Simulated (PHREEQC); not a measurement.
# Brine: an equilibrium model

Make-up at 25 °C: 0.57 mol/kgw MgCl2 and 0.042 mol/kgw BaCl2. Closed to the air; pH follows from the charge balance.

Model: Pitzer model, pitzer.dat, run in PHREEQC.

- ionic strength: 1.84 mol/kgw
- activity of water: 0.968
- density: 1.047 g/cm³
- osmotic coefficient: 0.976

```json
[
 {"species": "Cl-", "molality": "1.22", "activity": "0.705", "log γ": "-0.239"},
 {"species": "Mg+2", "molality": "0.570", "activity": "0.198", "log γ": "-0.458"},
 {"species": "Ba+2", "molality": "0.0420", "activity": "0.0118", "log γ": "-0.550"},
 {"species": "H+", "molality": "5.49e-7", "activity": "6.10e-7", "log γ": "0.046"},
 {"species": "MgOH+", "molality": "4.78e-7", "activity": "4.89e-7", "log γ": "0.010"},
 {"species": "OH-", "molality": "7.05e-8", "activity": "1.61e-8", "log γ": "-0.642"}
]
```

Precipitation was switched off in this run. Species that the database lacks are ignored.
